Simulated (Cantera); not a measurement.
Feed: 1 mol Al(CH₃)₃, 27 mol O₂, 3.5 mol H₂, held at 1330 Pa.

Cantera equilibrium calculation (NASA polynomials, part measured and part estimated; ideal gas, pure solids and liquids). Candidate condensed phases: Al, Al₂O₃, C, C₆H₆, C₇H₈, C₈H₁₈, H₂O; 121 gas species. The feed counts by its element totals alone. Rates play no part.

log p: log10 of the partial pressure in bar; n: condensed amount in mol.

| T (°C) | log p O₂ | log p H₂O | log p CO₂ | log p OH | log p O | log p CO | n Al₂O₃(s) |
|---|---|---|---|---|---|---|---|
| 1052 | -2.07 | -2.45 | -2.88 | -5.93 | -7.60 | -8.45 | 0.500 |
| 1102 | -2.07 | -2.45 | -2.88 | -5.70 | -7.23 | -8.04 | 0.500 |
| 1152 | -2.07 | -2.45 | -2.88 | -5.48 | -6.89 | -7.67 | 0.500 |
| 1202 | -2.07 | -2.45 | -2.88 | [?] | [?] | [?] | 0.500 |
| 1252 | -2.07 | -2.45 | -2.88 | -5.09 | -6.28 | -6.99 | 0.500 |
| 1302 | -2.07 | -2.45 | -2.88 | -4.91 | -6.01 | -6.69 | 0.500 |
| 1352 | -2.07 | -2.45 | -2.88 | [?] | [?] | [?] | 0.500 |
| 1402 | -2.07 | -2.45 | -2.88 | -4.59 | -5.50 | -6.13 | 0.500 |
| 1452 | -2.07 | -2.46 | -2.88 | -4.44 | -5.27 | -5.88 | 0.500 |
| 1502 | -2.07 | -2.46 | -2.88 | -4.30 | -5.06 | -5.64 | 0.500 |
| 1552 | -2.07 | -2.46 | -2.88 | -4.17 | -4.85 | -5.42 | 0.500 |

Some entries are withheld; supply them.


- 1202, log p OH: -5.28
- 1202, log p O: -6.58
- 1202, log p CO: -7.32
- 1352, log p OH: -4.75
- 1352, log p O: -5.75
- 1352, log p CO: -6.40
